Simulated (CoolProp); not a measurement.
Computed with CoolProp (reference Helmholtz-energy equation of state, Lemmon 2006). It is a short technical equation, of lower accuracy than the large ones.

**Question.** For carbon monoxide, give the phase and the Z, cp (kJ/(kg K)), cv (kJ/(kg K)), speed of sound (m/s) at -196.35 °C and 0.253 MPa; -196.35 °C and 0.614 MPa.

**Answer.** 
- -196.35 °C and 0.253 MPa: liquid; Z 0.0136, cp 2.14, cv 1.18, speed of sound 916
- -196.35 °C and 0.614 MPa: liquid; Z 0.0330, cp 2.13, cv 1.18, speed of sound 919
